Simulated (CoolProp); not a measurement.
Vapour pressure (MPa) of hexamethyldisiloxane (MM): the reference equation beside estimates from Tc = 518.7 K, pc = 1.931 MPa, ω = 0.418. Clausius-Clapeyron is anchored at 372.8 K with a constant enthalpy of vaporisation of 31.37 kJ/mol.

Computed with CoolProp (reference Helmholtz-energy equation of state, Thol 2016).

| T (K) | reference | Lee-Kesler | Clausius-Clapeyron | van der Waals | Redlich-Kwong | Soave-Redlich-Kwong | Peng-Robinson |
|---|---|---|---|---|---|---|---|
| 336.5 | 0.02973 | 0.02948 | 0.03317 | 0.2596 | 0.08584 | 0.02953 | 0.03002 |
| 348.6 | 0.04592 | 0.04571 | 0.04895 | 0.3135 | 0.1186 | 0.04571 | 0.04614 |
| 360.7 | 0.06843 | 0.06839 | 0.07038 | 0.3743 | 0.1597 | 0.06834 | 0.06857 |
| 372.8 | 0.09883 | 0.09910 | 0.09883 | 0.4423 | 0.2102 | 0.09904 | 0.09889 |
| 384.9 | 0.1388 | 0.1396 | 0.1358 | 0.5179 | 0.2712 | 0.1397 | 0.1389 |
| 397 | 0.1903 | 0.1918 | 0.1831 | 0.6014 | 0.3437 | 0.1922 | 0.1905 |
| 409.1 | 0.2553 | 0.2576 | 0.2426 | 0.6930 | 0.4289 | 0.2587 | 0.2560 |
| 421.2 | 0.3359 | 0.3393 | 0.3161 | 0.7929 | 0.5276 | 0.3417 | 0.3375 |
| 433.3 | 0.4345 | 0.4391 | 0.4060 | 0.9016 | 0.6409 | 0.4434 | 0.4377 |

Absolute difference from the reference over all 9 rows, mean and median: Lee-Kesler 0.7 and 0.8 %, Clausius-Clapeyron 4.9 and 5.0 %, van der Waals 339.4 and 273.1 %, Redlich-Kwong 104.6 and 95.4 %, Soave-Redlich-Kwong 0.9 and 0.7 %, Peng-Robinson 0.4 and 0.3 %.
